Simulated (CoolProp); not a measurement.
Properties of R1234ze(E) at several states (Tc = 109.4 °C, pc = 3635 kPa, ω = 0.313).

Values from CoolProp's reference Helmholtz-energy equation of state, Thol 2016.

```json
[
 {"T (°C)": "136.45", "p (kPa)": "69", "phase": "gas", "Z": "0.9947", "speed of sound (m/s)": "178.4", "Prandtl number": "0.767"},
 {"T (°C)": "119.65", "p (kPa)": "10.7", "phase": "gas", "Z": "0.9990", "speed of sound (m/s)": "175.5", "Prandtl number": "0.764"},
 {"T (°C)": "146.05", "p (kPa)": "3860", "phase": "supercritical", "Z": "?", "speed of sound (m/s)": "134.7", "Prandtl number": "0.985"},
 {"T (°C)": "23.15", "p (kPa)": "153", "phase": "gas", "Z": "0.9630", "speed of sound (m/s)": "148.9", "Prandtl number": "0.809"},
 {"T (°C)": "-86.45", "p (kPa)": "4580", "phase": "liquid", "Z": "?", "speed of sound (m/s)": "1053", "Prandtl number": "?"}
]
```

Question: What belongs in the gaps?

Answer: 
- 146.05, Z: 0.6800
- -86.45, Z: 0.2284
- -86.45, Prandtl number: 11.9

Viscosity comes from a separate model (Bell 2016), an estimate that may be off by 10 % or more. Thermal conductivity comes from a separate model (Perkins 2011).
